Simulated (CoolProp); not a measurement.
R1224YDZ along the isotherm -28.85 °C: Z from the reference equation and from simpler models built on Tc = 155.5 °C, pc = 33.34 bar, ω = 0.325; each cubic takes its own stable root.

Model: reference Helmholtz-energy equation of state, Akasaka 2023, in CoolProp.

```tsv
p (bar)	phase	reference
0.527	liquid	0.002570
0.937	liquid	0.004570
1.67	liquid	0.008144
2.96	liquid	0.01443
5.27	liquid	0.02569
9.37	liquid	0.04565
16.7	liquid	0.08127
29.6	liquid	0.1438
52.7	liquid	0.2553
93.7	liquid	0.4515
167	liquid	0.7980
```

Question: How far does each simpler model (van der Waals, Soave-Redlich-Kwong) lie from the reference over these 11 states: mean and median of the absolute difference, and the worst?

Answer: 
- van der Waals: mean 6478.1 %, median 71.0 %, worst +38133.5 % at -28.85 °C and 0.527 bar
- Soave-Redlich-Kwong: mean 11.9 %, median 12.0 %, worst +12.1 % at -28.85 °C and 0.527 bar

At some of these states van der Waals gives the other phase, because its saturation line lies elsewhere.
